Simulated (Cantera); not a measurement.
Feed: 1 mol PbO, a varied amount of H2, equilibrated at 0.000190 bar.

Cantera equilibrium calculation (NASA polynomials, part measured and part estimated; ideal gas, pure solids and liquids). Candidate condensed phases: H2O, Pb, PbO, PbO2, Pb3O4; 12 gas species. Kinetics and transport are ignored.

Question: What condenses at these points (T in K, n(H2) in mol): (975, 460); (925, 300); (1125, 300); (875, 39); (1475, 59)?

Answer: 
```json
[
 {"T (K)": "975", "n(H2) in mol": "460", "condensed phases": "gas only", "Pb condensed (%)": "0.0"},
 {"T (K)": "925", "n(H2) in mol": "300", "condensed phases": "gas only", "Pb condensed (%)": "0.0"},
 {"T (K)": "1125", "n(H2) in mol": "300", "condensed phases": "gas only", "Pb condensed (%)": "0.0"},
 {"T (K)": "875", "n(H2) in mol": "39", "condensed phases": "Pb", "Pb condensed (%)": "86.1"},
 {"T (K)": "1475", "n(H2) in mol": "59", "condensed phases": "gas only", "Pb condensed (%)": "0.0"}
]
```
